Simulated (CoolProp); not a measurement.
The fluid at 298.15 K and 0.0851 MPa is compressed adiabatically to 0.523 MPa with isentropic efficiency 0.7. The same conditions are run with several fluids, on thermodynamics alone (safety and materials aside).

Model: reference Helmholtz-energy equation of state of each fluid (R1233zd(E): Akasaka 2022; R410A: Lemmon 2003; R143a: Lemmon and Jacobsen 2000; carbonyl sulfide: Lemmon 2006; fluoroethane (R161): Wu 2012), in CoolProp. Blends and air are pseudo-pure fits.

**Question.** Rank R1233zd(E), R410A, R143a, carbonyl sulfide, fluoroethane (R161) by work (kJ/kg), highest first.

**Answer.** fluoroethane (R161) (148), carbonyl sulfide (127), R410A (98.8), R143a (82.0), R1233zd(E) (49.7)

```json
[
 {"fluid": "R1233zd(E)", "final temperature (K)": "365.4", "final density (kg/m³)": "25.1"},
 {"fluid": "R410A", "final temperature (K)": "411.4", "final density (kg/m³)": "11.3"},
 {"fluid": "R143a", "final temperature (K)": "382.6", "final density (kg/m³)": "14.3"},
 {"fluid": "carbonyl sulfide", "final temperature (K)": "469.1", "final density (kg/m³)": "8.17"},
 {"fluid": "fluoroethane (R161)", "final temperature (K)": "406.9", "final density (kg/m³)": "7.65"}
]
```
